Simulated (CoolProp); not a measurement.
Vapour-liquid equilibrium of carbon dioxide (1) + R125 (2) at 258.3 K; x and y are mole fractions of (1).

Model: multi-fluid Helmholtz-energy mixture model, Span 1996 and Lemmon 2005; pair parameters Bell 2016, in CoolProp.

```csv
x,"bubble pressure, mixture model (MPa)","bubble pressure, Raoult's law (MPa)","y, mixture model","y, Raoult's law"
0.05,…,0.5019,0.227,0.229
0.15,…,0.6913,0.485,0.499
0.25,0.9426,0.8806,0.626,0.653
0.35,1.140,1.070,…,0.753
0.45,1.326,1.259,0.778,0.822
0.55,1.503,1.449,0.827,0.874
0.65,1.676,1.638,0.869,0.913
0.75,1.847,1.828,…,0.944
0.85,2.023,2.017,0.943,0.970
0.95,2.206,2.206,0.981,0.991
```

Some entries are withheld; supply them.


- 0.05, bubble pressure, mixture model (MPa): 0.5163
- 0.15, bubble pressure, mixture model (MPa): 0.7334
- 0.35, y, mixture model: 0.715
- 0.75, y, mixture model: 0.907

The largest gap from Raoult's law is +7.0 % in bubble pressure, at x = 0.25. No azeotrope shows between x = 0.05 and 0.95.

Pair parameters are fitted to limited data, so mixtures are less certain than the pure fluids.
